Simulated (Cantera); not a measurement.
A closed system holds: 1 mol CH2F2, 0.96 mol F2, 0.62 mol H2, held at 1875 K and 0.230 bar.

Equilibrium computed with Cantera from the NASA thermochemical tables; the gas is ideal and each condensed phase is pure. Candidate condensed phases: C, C6H6, C7H8, C8H18; 95 gas species. Gases not in the tables: C2F6 and larger saturated fluorocarbons. Kinetics and transport are ignored.

Base state: HF 0.949, CF4 0.0487, CF2 0.00170, F 0.000448, CF3 0.000176 (mole fractions); condensed: C(graphite).

**Question.** What changes in the equilibrium state with this change: pressure from 0.230 bar to 2.60e-5 bar?

**Answer.** 
| species | before | after |
|---|---|---|
| HF | 0.949 | 0.843 |
| F | 0.000448 | 0.138 |
| CF2 | 0.00170 | 0.0181 |
| CF4 | 0.0487 | 0.000627 |
| CF | 1.07e-6 | 0.000330 |
| H | 9.46e-7 | 2.42e-5 |
| CF3 | 0.000176 | 6.53e-5 |
| C(graphite), mol | 0.827 | 0.926 |

**Question.** What changes in the equilibrium state with this change: H2 from 0.62 to 3.1 mol?

**Answer.** 
| species | before | after |
|---|---|---|
| HF | 0.949 | 0.647 |
| H2 | 4.79e-7 | 0.352 |
| H | 9.46e-7 | 0.000811 |
| CF4 | 0.0487 | <1e-9 |
| CF2 | 0.00170 | 1.07e-9 |
| CF3 | 0.000176 | <1e-9 |
| C2H2 (acetylene) | <1e-9 | 0.000112 |
| CH4 | <1e-9 | 1.73e-5 |
| C(graphite), mol | 0.827 | 0.999 |

**Question.** What changes in the equilibrium state with this change: temperature from 1875 K to 1448.15 K?

**Answer.** 
```json
[
 {"species": "HF", "before": "0.949", "after": "0.950"},
 {"species": "CF4", "before": "0.0487", "after": "0.0498"},
 {"species": "CF2", "before": "0.00170", "after": "8.92e-6"},
 {"species": "F", "before": "0.000448", "after": "1.13e-6"},
 {"species": "CF3", "before": "0.000176", "after": "2.49e-6"},
 {"species": "C(graphite), mol", "before": "0.827", "after": "0.830"}
]
```
